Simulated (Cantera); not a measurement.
Charge: 1 mol SiH4, 26 mol O2, held at 1175 K and 0.440 bar.

These are equilibrium values from Cantera (NASA tables, ideal gas, pure condensed phases), not measurements of a reactor. Candidate condensed phases: H2O, Si, SiO2; 18 gas species. The tables hold silica as quartz up to 1696 K and as liquid above; real silica turns to tridymite and cristobalite and melts near 1996 K. Rates play no part.

Base state: O2 0.923, H2O 0.0769 (mole fractions); condensed: SiO2(β-quartz).

**Question.** What changes in the equilibrium state with this change: temperature from 1175 K to 1850 K?

**Answer.** 
| species | before | after |
|---|---|---|
| O2 | 0.923 | 0.922 |
| H2O | 0.0769 | 0.0762 |
| OH | 3.30e-6 | 0.00144 |
| O | 2.11e-8 | 0.000279 |
| H2 | <1e-9 | 1.01e-5 |
| SiO2(β-quartz), mol | 1.00 | 0 |
| SiO2(condensed), mol | 0 | 1.000 |
Gases not in the tables: Si(OH)4.
